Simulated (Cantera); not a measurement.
Gas mixture: 11.4 % C2H4, 44.8 % H2, 18.9 % CO2, 24.9 % H2O, at 143 Torr, frozen composition.

Cantera's kinetic-theory transport with the Lennard-Jones parameters of GRI-Mech 3.0, ideal gas; thermal conductivity in the mixture-averaged form. Polar gases are described roughly by these parameters. The composition is frozen, though it would react at the higher temperatures.

One state of this run: ρ (kg/m³) = 0.0483; cp (J/kg/K) = 2496; μ (µPa s) = 30.1; λ (mW/m/K) = 161; Pr = 0.467; D (cm²/s) CH4 = 9.04; D (cm²/s) N2 = 8.55; D (cm²/s) C2H2 = 6.97. D: mixture-averaged diffusion coefficient of that species in the mixture.

**Question.** Which value of T (K) does it belong to?
A) 400
B) 600
C) 1100
D) 800

**Answer.** D, 800
